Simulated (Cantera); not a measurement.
Premixed flame

A freely propagating, adiabatic, planar premixed flame of 5.30 % CO, 0.228 % H₂, 7.96 % CH₄, 14.4 % O₂, 54.1 % N₂, 18.0 % H₂O, equivalence ratio 1.3, unburnt at 525 K and 1.01 bar; mixture-averaged transport, grid criteria slope 0.08 and curve 0.16, no radiation.

Computed with Cantera and GRI-Mech 3.0 (53 species, 325 reactions). Burning velocities carry a grid error of a few per cent, more on coarse grids.

```tsv
z (mm)	T (K)	u (m/s)	x CO	x H₂	x CH₄	x O₂	x NO	x CO₂
-1.91	526	0.452	0.0529	0.00458	0.0793	0.143	<1e-8	1.12e-6
-1.27	531	0.458	0.0528	0.00832	0.0787	0.143	<1e-8	2.48e-5
-0.955	548	0.475	0.0527	0.0122	0.0774	0.141	2.35e-8	0.000127
-0.636	648	0.566	0.0534	0.0193	0.0716	0.134	2.14e-7	0.00120
-0.318	1053	0.932	0.0595	0.0294	0.0480	0.100	2.34e-6	0.0102
-0.159	1398	1.24	0.0665	0.0346	0.0258	0.0660	4.98e-6	0.0229
0	1703	1.52	0.0707	0.0374	0.00623	0.0286	9.09e-6	0.0423
0.159	1830	1.62	0.0634	0.0369	0.000538	0.00878	1.46e-5	0.0613
0.318	1866	1.64	0.0548	0.0370	3.14e-5	0.00302	1.84e-5	0.0729
0.636	1895	1.66	0.0483	0.0382	2.19e-7	0.00105	2.14e-5	0.0808
1.27	1921	1.68	0.0468	0.0387	<1e-8	0.000512	2.31e-5	0.0828
2.55	1943	1.70	0.0470	0.0386	<1e-8	0.000210	2.38e-5	0.0827
5.09	1956	1.71	0.0472	0.0386	<1e-8	6.85e-5	2.41e-5	0.0826
```
x: mole fraction of selected species; z is measured from the peak of heat release.

```yaml
laminar_burning_velocity: 45.0 cm/s
thermal_thickness: 0.636 mm
grid_points: 142
```
